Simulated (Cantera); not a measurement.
**Hydrogen reduction and annealing atmospheres: Fe₃O₄ + H₂ + H₂O**

A closed system holds: 1 mol Fe₃O₄, 1.1 mol H₂, 0.45 mol H₂O, at 1775 °C and 1.00 bar.

Method: chemical equilibrium by Gibbs-energy minimisation in Cantera with the NASA 1993 tables (ideal gas, pure condensed phases). Candidate condensed phases: Fe, FeO, Fe(OH)₂, Fe(OH)₃, Fe₂O₃, Fe₃O₄, H₂O; 12 gas species. The tables' stoichiometric FeO is somewhat more stable than real wüstite, so its field is too wide. FeO: taken at fixed stoichiometry. Kinetics and transport are ignored.

```
Quantity                              Value
--------------------------------  ---------
x(H₂O)                                0.933
x(H₂)                                0.0647
x(OH)                              0.000895
x(H)                               0.000570
x(Fe(OH)₂)                         0.000455
x(O₂)                               3.52e-5
x(Fe)                               2.02e-5
x(FeO)                              6.50e-6
x(O)                                5.69e-6
n(FeO(l))                          3.00 mol
gas amount                        1.551 mol
log10 activity of Fe(l) (absent)      -1.48
```
